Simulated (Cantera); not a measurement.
**Thermodynamics of hydrogen reduction and annealing atmospheres, feed SiO2 + H2 + H2O**

Feed: 1 mol SiO2, 340 mol H2, 6.9 mol H2O, at 82.0 mbar.

These are equilibrium values from Cantera (NASA tables, ideal gas, pure condensed phases), not measurements of a reactor. Candidate condensed phases: H2O, Si, SiO2; 18 gas species. The tables hold silica as quartz up to 1696 K and as liquid above; real silica turns to tridymite and cristobalite and melts near 1996 K. Rates play no part.

From 1050 K to 1650 K the condensed part is SiO2(β-quartz). At 1750 K the condensed part is SiO2(condensed). From 1850 K to 2150 K nothing is condensed.

```json
[
 {"T (K)": "1050", "x H2": "0.980", "x H2O": "0.0199", "x H": "2.80e-8", "x SiO": "<1e-12", "n SiO2(β-quartz)": "1.00", "n SiO2(condensed)": "0"},
 {"T (K)": "1150", "x H2": "0.980", "x H2O": "0.0199", "x H": "2.58e-7", "x SiO": "1.72e-12", "n SiO2(β-quartz)": "1.00", "n SiO2(condensed)": "0"},
 {"T (K)": "1250", "x H2": "0.980", "x H2O": "0.0199", "x H": "1.67e-6", "x SiO": "1.68e-10", "n SiO2(β-quartz)": "1.00", "n SiO2(condensed)": "0"},
 {"T (K)": "1350", "x H2": "0.980", "x H2O": "0.0199", "x H": "8.24e-6", "x SiO": "8.18e-9", "n SiO2(β-quartz)": "1.000", "n SiO2(condensed)": "0"},
 {"T (K)": "1450", "x H2": "0.980", "x H2O": "0.0199", "x H": "3.27e-5", "x SiO": "2.30e-7", "n SiO2(β-quartz)": "1.000", "n SiO2(condensed)": "0"},
 {"T (K)": "1550", "x H2": "0.980", "x H2O": "0.0199", "x H": "0.000109", "x SiO": "4.17e-6", "n SiO2(β-quartz)": "0.999", "n SiO2(condensed)": "0"},
 {"T (K)": "1650", "x H2": "0.980", "x H2O": "0.0199", "x H": "0.000314", "x SiO": "5.24e-5", "n SiO2(β-quartz)": "0.982", "n SiO2(condensed)": "0"},
 {"T (K)": "1750", "x H2": "0.978", "x H2O": "0.0203", "x H": "0.000803", "x SiO": "0.000471", "n SiO2(β-quartz)": "0", "n SiO2(condensed)": "0.836"},
 {"T (K)": "1850", "x H2": "0.973", "x H2O": "0.0227", "x H": "0.00186", "x SiO": "0.00287", "n SiO2(β-quartz)": "0", "n SiO2(condensed)": "0"},
 {"T (K)": "1950", "x H2": "0.971", "x H2O": "0.0227", "x H": "0.00394", "x SiO": "0.00287", "n SiO2(β-quartz)": "0", "n SiO2(condensed)": "0"},
 {"T (K)": "2050", "x H2": "0.967", "x H2O": "0.0226", "x H": "0.00779", "x SiO": "0.00286", "n SiO2(β-quartz)": "0", "n SiO2(condensed)": "0"},
 {"T (K)": "2150", "x H2": "0.960", "x H2O": "0.0225", "x H": "0.0144", "x SiO": "0.00285", "n SiO2(β-quartz)": "0", "n SiO2(condensed)": "0"}
]
```
x: gas mole fraction; n: condensed amount in mol.
